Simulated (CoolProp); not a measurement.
A single-stage vapour-compression cycle with R152A: evaporating at 249.15 K (dew point), condensing at 318.15 K (bubble point), superheat 5 K, subcooling 5 K, compressor efficiency 0.8, no pressure losses. Each further row changes one setting.

Computed with CoolProp (reference Helmholtz-energy equation of state, Outcalt 1996). It is a modified Benedict-Webb-Rubin equation, recast in Helmholtz form.

```csv
case,cooling COP,pressure ratio,discharge temperature (K),refrigerating effect (kJ/kg),volumetric capacity (kJ/m³)
as stated,2.22,10.2,363.9,224,738
evaporating temperature 254.15 K,2.49,8.23,359.5,227,920
condensing temperature 313.15 K,2.46,8.97,357.2,233,769
subcooling 10 K,2.31,10.2,363.9,233,769
superheat 15 K,2.21,10.2,374.7,233,737
compressor efficiency 0.7,1.94,10.2,374.7,224,738
```
